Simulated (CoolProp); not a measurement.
CF4 (R14) at 293.15 K and 1.08 MPa flows at 6.3 m/s in a round tube of 1 mm bore and 45 µm roughness, fully developed (64/Re and Nu = 3.66 if laminar; Colebrook and Gnielinski if turbulent). Each further row changes one setting.

Computed with CoolProp (reference Helmholtz-energy equation of state, Platzer 1990). This equation is an older, rougher fit.

| case | Reynolds number | Darcy friction factor | pressure drop (Pa/m) | heat-transfer coefficient (W/(m² K)) | mass flow (kg/h) |
|---|---|---|---|---|---|
| as stated | 14600 | 0.0698 | 56400 | 1820 | 0.725 |
| velocity 12.6 m/s | 29200 | 0.0690 | 223000 | 3720 | 1.45 |
| diameter 2 mm | 29200 | 0.0521 | 21100 | 1360 | 2.90 |

Viscosity comes from a separate model (Huber 2003), an estimate that may be off by 10 % or more. Thermal conductivity comes from a separate model (Huber 2003), an estimate that may be off by 10 % or more.
